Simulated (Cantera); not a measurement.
Cantera run, input and output.

```python
import numpy as np
import cantera as ct

gas = ct.Solution("gri30.yaml")
gas.TPX = 1573, 150000, {'NO': 1, 'N2': 2.5}
reactor = ct.IdealGasConstPressureReactor(gas, energy="off", clone=False)
net = ct.ReactorNet([reactor])
net.rtol, net.atol = 1e-08, 1e-18
show = ['NO', 'N2O', 'O', 'NO2', 'O2', 'N2']
times = np.geomspace(0.0008, 80, 9)

steps = ct.SolutionArray(gas, extra=["t"])
rows = []
print(f"{'t/s':>10s}{'T/K':>9s}{'P/Pa':>11s}" + "".join(f"{s:>11s}" for s in show))
for t in times:
    while net.time < t:
        t_next = net.step()
        steps.append(gas.state, t=t_next)
    rows.append([np.interp(t, steps.t, y) for y in (steps.T, steps.P, *steps(*show).X.T)])
    print(f"{t:10.3e}{rows[-1][0]:9.1f}{rows[-1][1]:11.4g}" + "".join(f"{x:11.3e}" for x in rows[-1][2:]))
rate = np.gradient(steps.T, steps.t)
print("integrator steps:", len(steps.t))
if steps.T.max() > steps.T[0] + 200:
    print(f"time of steepest temperature rise: {steps.t[rate.argmax()]:.4e} s")
gas.TPX = 1573, 150000, {'NO': 1, 'N2': 2.5}
gas.equilibrate("TP")
print(f"equilibrium (TP): T = {gas.T:.1f} K  " + "  ".join(f"{s} {gas[s].X[0]:.3e}" for s in show))
```

It prints:

```
       t/s      T/K       P/Pa         NO        N2O          O        NO2         O2         N2
 8.000e-04   1573.0    1.5e+05  2.857e-01  2.131e-06  2.966e-08  2.257e-06  2.145e-09  7.143e-01
 3.374e-03   1573.0    1.5e+05  2.857e-01  8.014e-06  5.524e-08  1.050e-05  4.278e-08  7.143e-01
 1.423e-02   1573.0    1.5e+05  2.856e-01  2.193e-05  1.711e-07  5.229e-05  2.156e-06  7.143e-01
 5.999e-02   1573.0    1.5e+05  2.853e-01  2.984e-05  3.877e-07  1.395e-04  8.126e-05  7.145e-01
 2.530e-01   1573.0    1.5e+05  2.842e-01  2.971e-05  4.469e-07  1.623e-04  6.028e-04  7.150e-01
 1.067e+00   1573.0    1.5e+05  2.797e-01  2.876e-05  6.013e-07  2.180e-04  2.783e-03  7.173e-01
 4.499e+00   1573.0    1.5e+05  2.623e-01  2.523e-05  9.958e-07  3.442e-04  1.136e-02  7.259e-01
 1.897e+01   1573.0    1.5e+05  2.075e-01  1.573e-05  1.727e-06  4.776e-04  3.867e-02  7.534e-01
 8.000e+01   1573.0    1.5e+05  1.082e-01  4.323e-06  2.566e-06  3.725e-04  8.839e-02  8.030e-01
integrator steps: 1140
equilibrium (TP): T = 1573.0 K  NO 1.482e-03  N2O 1.137e-07  O 3.235e-06  NO2 6.450e-06  O2 1.421e-01  N2 8.564e-01
```

Computed with Cantera and GRI-Mech 3.0 (53 species, 325 reactions).
